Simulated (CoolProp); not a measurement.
The fluid at 334.61 K and 0.752 MPa is throttled through a valve to 0.373 MPa with no heat exchange. The same conditions are run with several fluids, on thermodynamics alone (safety and materials aside).

Model: reference Helmholtz-energy equation of state of each fluid (ethylene: Smukala 2000; R410A: Lemmon 2003; R134a: Tillner-Roth 1994; R115: Lemmon 2016; propane: Lemmon 2009), in CoolProp. Blends and air are pseudo-pure fits.

| fluid | temperature change (K) | final density (kg/m³) |
|---|---|---|
| ethylene | -2.9 | 3.85 |
| R410A | -5.3 | 10.2 |
| R134a | -6.1 | 14.7 |
| R115 | -4.2 | 22.1 |
| propane | -5.0 | 6.28 |
